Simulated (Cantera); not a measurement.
A Cantera script and its output.

```python
import numpy as np
import cantera as ct

gas = ct.Solution("h2o2.yaml")
gas.TPX = 1348, 33000, {'H2': 1.4, 'O2': 1, 'N2': 8.1}
reactor = ct.IdealGasConstPressureReactor(gas, energy="off", clone=False)
net = ct.ReactorNet([reactor])
net.rtol, net.atol = 1e-08, 1e-18
show = ['H2', 'O2', 'H2O2', 'HO2', 'H', 'OH', 'O']
times = np.geomspace(2e-06, 5, 15)

steps = ct.SolutionArray(gas, extra=["t"])
rows = []
print(f"{'t/s':>10s}{'T/K':>9s}{'P/Pa':>11s}" + "".join(f"{s:>11s}" for s in show))
for t in times:
    while net.time < t:
        t_next = net.step()
        steps.append(gas.state, t=t_next)
    rows.append([np.interp(t, steps.t, y) for y in (steps.T, steps.P, *steps(*show).X.T)])
    print(f"{t:10.3e}{rows[-1][0]:9.1f}{rows[-1][1]:11.4g}" + "".join(f"{x:11.3e}" for x in rows[-1][2:]))
rate = np.gradient(steps.T, steps.t)
print("integrator steps:", len(steps.t))
if steps.T.max() > steps.T[0] + 200:
    print(f"time of steepest temperature rise: {steps.t[rate.argmax()]:.4e} s")
gas.TPX = 1348, 33000, {'H2': 1.4, 'O2': 1, 'N2': 8.1}
gas.equilibrate("TP")
print(f"equilibrium (TP): T = {gas.T:.1f} K  " + "  ".join(f"{s} {gas[s].X[0]:.3e}" for s in show))
```

Output:

```
       t/s      T/K       P/Pa         H2         O2       H2O2        HO2          H         OH          O
 2.000e-06   1348.0    3.3e+04  1.333e-01  9.524e-02  5.903e-12  6.970e-09  6.817e-09  4.417e-10  5.356e-10
 5.728e-06   1348.0    3.3e+04  1.333e-01  9.524e-02  4.779e-11  2.005e-08  2.312e-08  2.418e-09  3.297e-09
 1.641e-05   1348.0    3.3e+04  1.333e-01  9.524e-02  3.805e-10  5.910e-08  1.526e-07  1.913e-08  2.738e-08
 4.699e-05   1348.0    3.3e+04  1.333e-01  9.523e-02  3.926e-09  3.805e-07  1.024e-05  1.324e-06  1.909e-06
 1.346e-04   1348.0    3.3e+04  2.602e-02  4.698e-02  1.056e-06  9.176e-06  5.375e-02  5.316e-03  1.372e-02
 3.855e-04   1348.0    3.3e+04  1.164e-02  3.664e-02  1.175e-06  8.409e-06  2.243e-02  3.890e-03  7.176e-03
 1.104e-03   1348.0    3.3e+04  3.772e-03  3.176e-02  1.021e-06  7.133e-06  3.185e-03  2.018e-03  1.694e-03
 3.162e-03   1348.0    3.3e+04  5.319e-04  3.061e-02  4.110e-07  3.727e-06  1.500e-04  7.165e-04  2.133e-04
 9.057e-03   1348.0    3.3e+04  5.989e-05  3.057e-02  1.022e-07  7.855e-07  5.732e-06  2.426e-04  2.411e-05
 2.594e-02   1348.0    3.3e+04  9.547e-06  3.059e-02  2.554e-08  1.495e-07  3.894e-07  1.001e-04  4.065e-06
 7.430e-02   1348.0    3.3e+04  2.221e-06  3.060e-02  7.436e-09  3.880e-08  4.596e-08  4.934e-05  9.872e-07
 2.128e-01   1348.0    3.3e+04  6.913e-07  3.061e-02  2.592e-09  1.643e-08  8.199e-09  2.775e-05  3.125e-07
 6.095e-01   1348.0    3.3e+04  3.302e-07  3.061e-02  1.302e-09  1.267e-08  2.726e-09  1.905e-05  1.475e-07
 1.746e+00   1348.0    3.3e+04  2.830e-07  3.061e-02  1.124e-09  1.242e-08  2.160e-09  1.756e-05  1.253e-07
 5.000e+00   1348.0    3.3e+04  2.825e-07  3.061e-02  1.123e-09  1.241e-08  2.155e-09  1.754e-05  1.251e-07
integrator steps: 1988
equilibrium (TP): T = 1348.0 K  H2 2.825e-07  O2 3.061e-02  H2O2 1.123e-09  HO2 1.241e-08  H 2.155e-09  OH 1.754e-05  O 1.251e-07
```

Cantera simulation using the H2/O2 subset of GRI-Mech 3.0, which has no nitrogen chemistry; the numbers are that mechanism's predictions, not measurements. The temperature is held fixed by assumption; the heat of reaction is taken as removed at once.
